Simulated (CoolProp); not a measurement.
Carbon dioxide along the isobar 10300 kPa: fugacity coefficient from the reference equation and from simpler models built on Tc = 304.1 K, pc = 7377 kPa, ω = 0.224; each cubic takes its own stable root.

Computed with CoolProp (reference Helmholtz-energy equation of state, Span 1996).

```csv
T (K),phase,reference,van der Waals,Redlich-Kwong,Soave-Redlich-Kwong,Peng-Robinson
277.1,liquid,0.3243,0.4293,0.3587,0.3345,0.3200
304.7,supercritical,0.5120,0.5548,0.5237,0.5243,0.5021
332.4,supercritical,0.6661,0.6643,0.6570,0.6741,0.6462
360.1,supercritical,0.7503,0.7346,0.7352,0.7603,0.7311
387.7,supercritical,0.8085,0.7834,0.7902,0.8211,0.7919
415.4,supercritical,0.8516,0.8208,0.8317,0.8667,0.8383
443.1,supercritical,0.8846,0.8503,0.8640,0.9017,0.8744
470.7,supercritical,0.9102,0.8741,0.8894,0.9288,0.9028
498.4,supercritical,0.9305,0.8936,0.9098,0.9501,0.9255
526.1,supercritical,0.9468,0.9098,0.9264,0.9670,0.9437
```
